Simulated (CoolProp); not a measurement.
Vapour-liquid equilibrium of methanol (1) + water (2) at 16.9 kPa; x and y are mole fractions of (1).

Computed with CoolProp (multi-fluid Helmholtz-energy mixture model, de Reuck 1993 and Wagner 2002; pair parameters Bell 2016).

```csv
x,bubble temperature (K),y at the bubble point,dew temperature at overall composition x (K),liquid density (mol/L)
0.05,323.9,0.269,328.6,52.12
0.2,314.0,[?],325.5,[?]
0.35,[?],0.755,[?],39.89
0.5,305.3,0.830,317.9,[?]
0.65,302.8,0.885,312.9,31.43
0.8,[?],0.933,[?],28.17
0.95,298.7,0.983,300.0,25.38
```

**Question.** What belongs in the gaps?

**Answer.** 
- 0.2, y at the bubble point: 0.620
- 0.2, liquid density (mol/L): 45.41
- 0.35, bubble temperature (K): 308.7
- 0.35, dew temperature at overall composition x (K): 322.0
- 0.5, liquid density (mol/L): 35.29
- 0.8, bubble temperature (K): 300.7
- 0.8, dew temperature at overall composition x (K): 306.7

No azeotrope shows between x = 0.05 and 0.95.

The pair parameters rest on a limited set of measurements; away from them the model extrapolates.
